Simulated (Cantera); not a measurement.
A closed system holds: 1 mol FeS, 0.42 mol SO₃, 1.3 mol O₂, equilibrated at 1348.15 K and 1 atm.

Method: chemical equilibrium by Gibbs-energy minimisation in Cantera with the NASA 1993 tables (ideal gas, pure condensed phases). Candidate condensed phases: Fe, FeO, FeS, FeSO₄, FeS₂, Fe₂O₃, Fe₂(SO₄)₃, Fe₃O₄, S; 12 gas species. Equilibrium is a limit: real reactors are often held back by kinetics, nucleation or transport.

Base state: SO₂ 0.939, S₂ 0.0539, S₂O 0.00563, SO 0.00134 (mole fractions); condensed: Fe₃O₄(s).

**Question.** What changes in the equilibrium state with this change: FeS replaced by MgCO₃?

**Answer.** 
| species | before | after |
|---|---|---|
| O₂ | <1e-9 | 0.513 |
| CO₂ | 0 | 0.343 |
| SO₂ | 0.939 | 0.135 |
| S₂ | 0.0539 | <1e-9 |
| S₂O | 0.00563 | <1e-9 |
| SO | 0.00134 | 4.31e-9 |
| Fe₃O₄(s), mol | 0.333 | 0 |
| MgO(s), mol | 0 | 1.00 |
Further candidate phases: C, Mg, MgCO₃, MgO, MgS, MgSO₄.
